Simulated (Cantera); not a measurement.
Source: NASA polynomial tables (part measured, part estimated), evaluated in Cantera. Values are per mole of reaction as written; species without (g) are pure solids or liquids, kept so even where they would boil at 1 bar.

2 Fe + 6 Cl(g) → Fe2Cl6(g), with ΔH° = -1382.2 kJ and ΔS° = -508.9 J/K at 300 K.

Task: How far is the shortcut ΔG° ≈ ΔH°(300 K) − T·ΔS°(300 K) from the full temperature-dependent value at 1650, 1700, 1750, 1800, 1850, 1900 K?

Result: 
| T (K) | shortcut (kJ) | full (kJ) | difference (kJ) | difference in log10 K | condensed phases |
|---|---|---|---|---|---|
| 1650 | -542.5 | -510.6 | -32.0 | 1.01 | Fe(γ) |
| 1700 | -517.1 | -483.0 | -34.1 | 1.05 | Fe(δ) |
| 1750 | -491.6 | -455.3 | -36.4 | 1.09 | Fe(δ) |
| 1800 | -466.2 | -427.5 | -38.7 | 1.12 | Fe(δ) |
| 1850 | -440.8 | -399.1 | -41.6 | 1.17 | Fe(l) |
| 1900 | -415.3 | -370.6 | -44.7 | 1.23 | Fe(l) |
The shortcut ignores heat capacities and the phase changes listed.
